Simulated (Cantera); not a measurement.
Input (Python, Cantera) and output of one run.

```python
import numpy as np
import cantera as ct

gas_names = """
    F F2 N NF NF2 NF3 N2 Si SiF SiF2 SiF3 SiF4 SiN Si2 Si2N Si3
""".split()
cond_names = """
    Si(cr) Si(L) Si3N4(a)
""".split()


# ... load() reads the species with a 1 bar reference pressure and builds the phases ...
atoms = {
    'Si': {'Si': 1},
    'NF3': {'N': 1, 'F': 3},
}
top_T = {'Si3N4(a)': 2400}  # K; cautious upper limits of use, not melting points


# ... equilibrate(T, P, feed) seeds the gas with the atoms and calls Mixture.equilibrate('TP', solver="vcs", rtol=1e-11, max_steps=5000) ...
results = []
feed = {'Si': 1, 'NF3': 1.2}  # mol
T = 723  # K
P = 2000  # Pa
mix = equilibrate(T, P, feed)
results.append((T, P, feed, dict(zip(mix.species_names, mix.species_moles))))
print(gas.report(threshold=1e-06))
for i in range(1, mix.n_phases):
    print(f"{mix.phase(i).name:16s} {mix.phase_moles(i):12.5e} mol")
```

Output:

```
       temperature   723 K
          pressure   2000 Pa
           density   0.025211 kg/m^3
  mean mol. weight   75.776 kg/kmol
   phase of matter   gas

                          1 kg             1 kmol
                     ---------------   ---------------
          enthalpy       -1.3008e+07       -9.8568e+08  J
   internal energy       -1.3087e+07       -9.9169e+08  J
           entropy            4552.7        3.4498e+05  J/K
    Gibbs function         -1.63e+07       -1.2351e+09  J
 heat capacity c_p            961.87             72886  J/K
 heat capacity c_v            852.15             64572  J/K

                      mass frac. Y      mole frac. X     chem. pot. / RT
                     ---------------   ---------------   ---------------
                N2           0.13756           0.37209               -29
              SiF4           0.86244           0.62791           -310.03
     [  +14 minor]        8.7336e-09        7.7785e-09

Si(cr)            0.00000e+00 mol
Si3N4(a)          3.33333e-02 mol
```

These are equilibrium values from Cantera (NASA tables, ideal gas, pure condensed phases), not measurements of a reactor.
